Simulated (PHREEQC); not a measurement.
H3PO4 is added in steps, without added water, to 1 kg of water holding 0.23 mol/kgw HF and 0.069 mol/kgw NaF, at 89 °C. Oxygen alone is held at its pressure in air (log pO2 = -0.68). The system is closed to CO2. Nothing may precipitate in this run.

Base run: PHREEQC, ion-association model, wateq4f.dat. Each further column changes one thing. The table gives F- (mol/kgw).

| H3PO4 added (mol) | base | Davies equation for every ion | all activity coefficients set to 1 | Debye-Hückel limiting law | metal-ligand complexes left out |
|---|---|---|---|---|---|
| 0 | 0.0391 | 0.0391 | 0.0386 | 0.0397 | 0.0396 |
| 0.081 | 0.0148 | 0.0146 | 0.0140 | 0.0149 | 0.0149 |
| 0.1822 | 0.00727 | 0.00717 | 0.00661 | 0.00740 | 0.00729 |
| 0.2632 | 0.00523 | 0.00515 | 0.00465 | 0.00536 | 0.00524 |
| 0.3645 | 0.00395 | 0.00389 | 0.00344 | 0.00410 | 0.00395 |
| 0.4455 | 0.00334 | 0.00329 | 0.00287 | 0.00350 | 0.00335 |
| 0.5467 | 0.00284 | 0.00280 | 0.00241 | 0.00300 | 0.00284 |
| 0.6278 | 0.00255 | 0.00251 | 0.00214 | 0.00271 | 0.00255 |
| 0.729 | 0.00228 | 0.00224 | 0.00189 | 0.00245 | 0.00228 |
| 0.81 | 0.00211 | 0.00208 | 0.00174 | 0.00228 | 0.00211 |

wateq4f.dat counts part of the HF as a dimer, H2F2, which phreeqc.dat doesn't know; its constant is uncertain. H3PO4, which wateq4f.dat lacks, is added to it with the constant of phreeqc.dat. At this temperature some constants are extrapolated from 25 °C, and those without enthalpy data are left unchanged.
